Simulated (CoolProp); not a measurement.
R407C at several states: density (kg/m³) from the reference equation and from simpler models built on Tc = 86.2 °C, pc = 4.632 MPa, ω = 0.363; each cubic takes its own stable root.

Model: reference Helmholtz-energy equation of state, Lemmon 2003, in CoolProp. It is a pseudo-pure fit of the blend.

```tsv
T (°C)	p (MPa)	phase	reference	van der Waals	Redlich-Kwong	Soave-Redlich-Kwong	Peng-Robinson
108.55	0.0352	gas	0.9583	0.9580	0.9582	0.9581	0.9584
5.05	5.6	liquid	___	___	___	___	___
179.95	0.58	gas	13.54	13.56	13.56	13.50	13.55
210.05	4.2	gas	___	104.4	103.2	98.57	___
71.05	0.0728	gas	2.208	2.204	2.206	2.207	2.208
```

Problem. What belongs in the gaps?

Solution. 
- 5.05, reference: 1240
- 5.05, van der Waals: 747.9
- 5.05, Redlich-Kwong: 1050
- 5.05, Soave-Redlich-Kwong: 1108
- 5.05, Peng-Robinson: 1253
- 210.05, reference: 101.1
- 210.05, Peng-Robinson: 100.9
